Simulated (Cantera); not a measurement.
Cantera run, input and output.

```python
import numpy as np
import cantera as ct

gas = ct.Solution("gri30.yaml")
gas.TPX = 1473, 100000, {'CH4': 1, 'CO': 0.18, 'O2': 2.88, 'N2': 10.8, 'H2O': 0.64}
reactor = ct.IdealGasConstPressureReactor(gas, energy="on", clone=False)
net = ct.ReactorNet([reactor])
net.rtol, net.atol = 1e-08, 1e-16
show = ['CH4', 'CO', 'O2', 'H2O', 'H']
times = np.geomspace(1e-06, 0.8, 15)

steps = ct.SolutionArray(gas, extra=["t"])
rows = []
print(f"{'t/s':>10s}{'T/K':>9s}{'P/Pa':>11s}" + "".join(f"{s:>11s}" for s in show))
for t in times:
    while net.time < t:
        t_next = net.step()
        steps.append(gas.state, t=t_next)
    rows.append([np.interp(t, steps.t, y) for y in (steps.T, steps.P, *steps(*show).X.T)])
    print(f"{t:10.3e}{rows[-1][0]:9.1f}{rows[-1][1]:11.4g}" + "".join(f"{x:11.3e}" for x in rows[-1][2:]))
rate = np.gradient(steps.T, steps.t)
print("integrator steps:", len(steps.t))
if steps.T.max() > steps.T[0] + 200:
    print(f"time of steepest temperature rise: {steps.t[rate.argmax()]:.4e} s")
gas.TPX = 1473, 100000, {'CH4': 1, 'CO': 0.18, 'O2': 2.88, 'N2': 10.8, 'H2O': 0.64}
gas.equilibrate("HP")
print(f"equilibrium (HP): T = {gas.T:.1f} K  " + "  ".join(f"{s} {gas[s].X[0]:.3e}" for s in show))
```

It prints:

```
       t/s      T/K       P/Pa        CH4         CO         O2        H2O          H
 1.000e-06   1473.0      1e+05  6.452e-02  1.161e-02  1.858e-01  4.129e-02  5.183e-09
 2.640e-06   1473.0      1e+05  6.452e-02  1.161e-02  1.858e-01  4.129e-02  6.045e-09
 6.971e-06   1473.0      1e+05  6.452e-02  1.161e-02  1.858e-01  4.129e-02  6.516e-09
 1.841e-05   1473.0      1e+05  6.451e-02  1.161e-02  1.858e-01  4.129e-02  7.750e-09
 4.860e-05   1473.0      1e+05  6.451e-02  1.161e-02  1.858e-01  4.129e-02  1.159e-08
 1.283e-04   1473.0      1e+05  6.449e-02  1.161e-02  1.858e-01  4.130e-02  2.650e-08
 3.388e-04   1473.3      1e+05  6.435e-02  1.161e-02  1.857e-01  4.139e-02  1.135e-07
 8.944e-04   1480.2      1e+05  6.260e-02  1.178e-02  1.846e-01  4.263e-02  1.047e-06
 2.362e-03   2579.2      1e+05  3.390e-17  1.459e-02  5.396e-02  1.529e-01  2.706e-03
 6.235e-03   2573.9      1e+05  3.398e-17  1.447e-02  5.177e-02  1.532e-01  2.627e-03
 1.646e-02   2568.0      1e+05  3.405e-17  1.437e-02  4.957e-02  1.536e-01  2.557e-03
 4.347e-02   2566.8      1e+05  3.406e-17  1.435e-02  4.912e-02  1.536e-01  2.542e-03
 1.148e-01   2566.7      1e+05  3.406e-17  1.435e-02  4.912e-02  1.536e-01  2.542e-03
 3.030e-01   2566.7      1e+05  3.406e-17  1.435e-02  4.912e-02  1.536e-01  2.542e-03
 8.000e-01   2566.7      1e+05  3.406e-17  1.435e-02  4.912e-02  1.536e-01  2.542e-03
integrator steps: 1882
time of steepest temperature rise: 1.4868e-03 s
equilibrium (HP): T = 2566.7 K  CH4 4.730e-17  CO 1.435e-02  O2 4.912e-02  H2O 1.536e-01  H 2.542e-03
```

Cantera simulation using GRI-Mech 3.0 (53 species, 325 reactions); the numbers are that mechanism's predictions, not measurements.
